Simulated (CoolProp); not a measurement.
The fluid at 293.15 K and 2.94 MPa is throttled through a valve to 1.38 MPa with no heat exchange. The same conditions are run with several fluids, on thermodynamics alone (safety and materials aside).

Model: reference Helmholtz-energy equation of state of each fluid (dry air: Lemmon 2000; nitrous oxide: Lemmon 2006; fluorine: de Reuck 1990; methane: Setzmann 1991; carbon dioxide: Span 1996), in CoolProp. Blends and air are pseudo-pure fits.

| fluid | temperature change (K) | final density (kg/m³) |
|---|---|---|
| dry air | -3.5 | … |
| nitrous oxide | … | 30.0 |
| fluorine | … | … |
| methane | -7.0 | … |
| carbon dioxide | -19.7 | 29.6 |

**Question.** Some entries are withheld; supply them.

**Answer.** 
- dry air, final density (kg/m³): 16.7
- nitrous oxide, temperature change (K): -20.3
- fluorine, temperature change (K): -3.0
- fluorine, final density (kg/m³): 21.9
- methane, final density (kg/m³): 9.57
